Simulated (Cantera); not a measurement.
Input: 1 mol SiHCl3, 18 mol N2, at 1123 K and 0.000400 bar.

Cantera equilibrium calculation (NASA polynomials, part measured and part estimated; ideal gas, pure solids and liquids). Candidate condensed phases: NH4Cl, Si, Si3N4; 28 gas species. N2 is the only nitrogen source here; it is nearly inert below about 1500 K, so the nitride shown seldom forms there in practice. The tables' values for SiCl3 are old estimates; treat these amounts as uncertain. The numbers say what is thermodynamically allowed, not how fast it happens.

Base state: N2 0.922, HCl 0.0485, SiCl4 0.0255, H2 0.00181, SiCl3 0.00136, SiCl2 0.000904, SiHCl3 1.63e-5 (mole fractions); condensed: Si3N4(s).

### Question
What changes in the equilibrium state with this change: pressure from 0.000400 bar to 0.0133 bar?

### Answer
```tsv
species	before	after
N2	0.922	0.923
HCl	0.0485	0.0464
SiCl4	0.0255	0.0272
SiCl2	0.000904	5.03e-5
SiCl3	0.00136	0.000332
Si3N4(s), mol	0.156	0.157
```
